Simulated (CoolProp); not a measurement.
A single-stage vapour-compression cycle with hydrogen chloride: evaporating at 195.15 K (dew point), condensing at 218.15 K (bubble point), superheat 8 K, subcooling 0 K, compressor efficiency 0.65, no pressure losses. Each further row changes one setting.

Model: reference Helmholtz-energy equation of state, Thol 2018, in CoolProp.

```json
[
 {"case": "as stated", "cooling COP": "4.71", "pressure ratio": "2.91", "discharge temperature (K)": "310.1", "refrigerating effect (kJ/kg)": "404", "volumetric capacity (kJ/m³)": "1340"},
 {"case": "evaporating temperature 200.15 K", "cooling COP": "6.36", "pressure ratio": "2.25", "discharge temperature (K)": "287.7", "refrigerating effect (kJ/kg)": "407", "volumetric capacity (kJ/m³)": "1710"},
 {"case": "condensing temperature 213.15 K", "cooling COP": "6.18", "pressure ratio": "(withheld)", "discharge temperature (K)": "286.2", "refrigerating effect (kJ/kg)": "413", "volumetric capacity (kJ/m³)": "1370"},
 {"case": "subcooling 5 K", "cooling COP": "4.81", "pressure ratio": "2.91", "discharge temperature (K)": "310.1", "refrigerating effect (kJ/kg)": "413", "volumetric capacity (kJ/m³)": "1370"},
 {"case": "superheat 18 K", "cooling COP": "(withheld)", "pressure ratio": "2.91", "discharge temperature (K)": "(withheld)", "refrigerating effect (kJ/kg)": "413", "volumetric capacity (kJ/m³)": "(withheld)"},
 {"case": "compressor efficiency 0.55", "cooling COP": "(withheld)", "pressure ratio": "2.91", "discharge temperature (K)": "(withheld)", "refrigerating effect (kJ/kg)": "404", "volumetric capacity (kJ/m³)": "1340"}
]
```

Task: Some entries are withheld; supply them.

Result: 
- condensing temperature 213.15 K, pressure ratio: 2.35
- superheat 18 K, cooling COP: 4.56
- superheat 18 K, discharge temperature (K): 326.2
- superheat 18 K, volumetric capacity (kJ/m³): 1300
- compressor efficiency 0.55, cooling COP: 3.99
- compressor efficiency 0.55, discharge temperature (K): 328.8
